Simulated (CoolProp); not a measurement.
Saturation properties of carbon dioxide.

The numbers come from the reference Helmholtz-energy equation of state, Span 1996 in CoolProp.

```
T (K)  p (kPa)  liquid density (kg/m³)  vapour Z  liquid viscosity (µPa s)  vapour viscosity (µPa s)
-----  -------  ----------------------  --------  ------------------------  ------------------------
238       1196                    1097    0.8567                       178                      12.0
242.7     1406                    1078    0.8395                       165                      12.3
247.4     1643                    1057    0.8211                       153                      12.6
252.1     1907                    1036    0.8012                       ___                      12.9
256.8     2201                    1015       ___                       132                      13.2
261.5     2526                   991.4    0.7569                       122                      13.5
266.2     2886                   966.8    0.7321                       ___                      13.9
270.9     3282                   940.7    0.7053                       ___                      14.3
275.6     3717                   912.4    0.6761                      96.2                      14.8
280.3     4192                   881.5    0.6439                       ___                      15.4
285       4712                   847.0    0.6081                      80.5                      16.1
289.7     5280                   807.4    0.5673                      72.7                      17.0
294.4     5899                   759.6    0.5188                      64.5                      18.2
```

Q: Fill in the missing entries.

A: 
- 252.1, liquid viscosity (µPa s): 142
- 256.8, vapour Z: 0.7799
- 266.2, liquid viscosity (µPa s): 113
- 270.9, liquid viscosity (µPa s): 104
- 280.3, liquid viscosity (µPa s): 88.3

Viscosity comes from a separate model (Laesecke 2017).
